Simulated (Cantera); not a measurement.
A freely propagating, adiabatic, planar premixed flame of H₂ : O₂ : N₂ = 1 : 0.417 : 1.57 (molar parts), unburnt at 500 K and 5.00 bar; mixture-averaged transport, grid criteria slope 0.08 and curve 0.16, no radiation.

Computed with Cantera and the H2/O2 subset of GRI-Mech 3.0, which has no nitrogen chemistry. The hydrogen kinetics of GRI-Mech 3.0 are dated; newer H2 mechanisms differ, most at raised pressure. Burning velocities carry a grid error of a few per cent, more on coarse grids.

How do the results move with these cheaper or finer settings: unity-Lewis-number transport; multicomponent transport; multicomponent+Soret transport; grid criteria slope 0.5, curve 1; grid criteria slope 0.25, curve 0.5; grid criteria slope 0.03, curve 0.06?


```csv
setting,laminar burning velocity,thermal thickness,peak x(O),peak x(H),grid points
as above,596 cm/s,0.0536 mm,0.00658,0.0414,109
unity-Lewis-number transport,415 cm/s,0.0479 mm,0.00656,0.0478,112
multicomponent transport,587 cm/s,0.0533 mm,0.00652,0.0413,109
multicomponent+Soret transport,548 cm/s,0.0524 mm,0.00655,0.0393,109
"grid criteria slope 0.5, curve 1",641 cm/s,0.0669 mm,0.00706,0.0435,38
"grid criteria slope 0.25, curve 0.5",615 cm/s,0.0588 mm,0.00694,0.0420,47
"grid criteria slope 0.03, curve 0.06",591 cm/s,0.0522 mm,0.00650,0.0413,251
```
Unity Lewis numbers drop preferential diffusion, which matters most where H2 and H carry the flame; Soret adds thermal diffusion.
